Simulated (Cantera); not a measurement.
# Equilibrium for chlorosilane synthesis and conversion: SiCl₄ + HCl + H₂

Charge: 1 mol SiCl₄, 1.2 mol HCl, 9.3 mol H₂, at 135 Torr.

Equilibrium computed with Cantera from the NASA thermochemical tables; the gas is ideal and each condensed phase is pure. Candidate condensed phases: Si; 19 gas species. The tables' values for SiCl₃ are old estimates; treat these amounts as uncertain. Rates play no part.

From 1273 K to 1623 K nothing is condensed. The main Si-bearing gas is SiCl₄ at 1273 K and SiCl₂ at 1623 K.

| T (K) | x H₂ | x HCl | x SiCl₂ | x SiCl₄ | x SiCl₃ | x SiHCl₃ |
|---|---|---|---|---|---|---|
| 1273 | 0.772 | 0.143 | 0.00902 | 0.0556 | 0.00875 | 0.0120 |
| 1323 | 0.756 | 0.159 | 0.0166 | 0.0453 | 0.0117 | 0.0110 |
| 1373 | 0.739 | 0.177 | 0.0262 | 0.0345 | 0.0140 | 0.00910 |
| 1423 | 0.721 | 0.195 | 0.0365 | 0.0243 | 0.0150 | 0.00697 |
| 1473 | 0.706 | 0.212 | 0.0463 | 0.0160 | 0.0147 | 0.00501 |
| 1523 | 0.694 | 0.224 | 0.0546 | 0.00989 | 0.0135 | 0.00343 |
| 1573 | 0.685 | 0.234 | 0.0611 | 0.00587 | 0.0117 | 0.00228 |
| 1623 | 0.679 | 0.240 | 0.0660 | 0.00341 | 0.00981 | 0.00149 |
x: gas mole fraction; nothing condenses.
